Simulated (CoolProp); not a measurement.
Properties of water along the isotherm 402.05 °C.

Values from CoolProp's reference Helmholtz-energy equation of state, Wagner 2002.

```
p (kPa)          phase  density (kg/m³)  cp (kJ/(kg K))  Joule-Thomson coefficient (K/MPa)
-------  -------------  ---------------  --------------  ---------------------------------
3680               gas            12.42           2.335                              7.339
7350               gas            26.32           2.710                              7.170
11000              gas            42.23           3.239                                ___
14700              gas            61.53           4.037                                ___
18400              gas              ___           5.329                                ___
22100    supercritical              ___           7.763                                ___
25700    supercritical            174.8           13.65                              4.687
29400    supercritical            301.9           27.58                              3.205
33100    supercritical            429.1           15.54                              1.842
```

Fill in the missing entries.


- 11000, Joule-Thomson coefficient (K/MPa): 6.901
- 14700, Joule-Thomson coefficient (K/MPa): 6.535
- 18400, density (kg/m³): 85.98
- 18400, Joule-Thomson coefficient (K/MPa): 6.073
- 22100, density (kg/m³): 120.0
- 22100, Joule-Thomson coefficient (K/MPa): 5.484

The peak of cp marks the crossing from liquid-like to gas-like fluid above the critical point.
